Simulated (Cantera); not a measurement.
# Stirred combustor or abatement burner

A perfectly stirred reactor is fed with CO : H2 : O2 : N2 : CO2 = 1 : 0.22 : 1.2 : 4.5 : 0.96 (molar parts), at 900 Torr; it is adiabatic with a 675 K inlet, and is followed from long to short residence time, starting on the burning branch (τ in s: 0.35, 0.16, 0.074, 0.034, 0.016, 0.0072, 0.0033, 0.0015, 0.00069, 0.00032, 0.00015, 6.7e-05, 3.1e-05).

Detailed kinetics in Cantera: GRI-Mech 3.0 (53 species, 325 reactions).

| τ (s) | T (K) | x CO | x H2 | x O2 | x O | x OH | x H2O |
|---|---|---|---|---|---|---|---|
| 0.35 | 1819 | 0.00119 | 3.18e-5 | 0.0814 | 0.000179 | 0.000688 | 0.0299 |
| 0.16 | 1813 | 0.00192 | 5.09e-5 | 0.0816 | 0.000287 | 0.000860 | 0.0297 |
| 0.074 | 1803 | 0.00306 | 8.13e-5 | 0.0820 | 0.000461 | 0.00107 | 0.0296 |
| 0.034 | 1788 | 0.00485 | 0.000129 | 0.0827 | 0.000741 | 0.00132 | 0.0293 |
| 0.016 | 1766 | 0.00745 | 0.000200 | 0.0836 | 0.00116 | 0.00159 | 0.0290 |
| 0.0072 | 1733 | 0.0114 | 0.000310 | 0.0851 | 0.00181 | 0.00188 | 0.0286 |
| 0.0033 | 1687 | 0.0168 | 0.000463 | 0.0871 | 0.00272 | 0.00212 | 0.0281 |
| 0.0015 | 1624 | 0.0241 | 0.000676 | 0.0900 | 0.00389 | 0.00226 | 0.0274 |
| 0.00069 | 1537 | 0.0344 | 0.000969 | 0.0944 | 0.00506 | 0.00219 | 0.0266 |
| 0.00032 | 1398 | 0.0528 | 0.00156 | 0.103 | 0.00514 | 0.00170 | 0.0257 |
| 0.00015 | 675 | 0.127 | 0.0279 | 0.152 | <1e-12 | <1e-12 | <1e-12 |
| 6.7e-5 | 675 | 0.127 | 0.0279 | 0.152 | <1e-12 | <1e-12 | <1e-12 |
| 3.1e-5 | 675 | 0.127 | 0.0279 | 0.152 | <1e-12 | <1e-12 | <1e-12 |
x: mole fraction; the columns are a selection and need not sum to one.
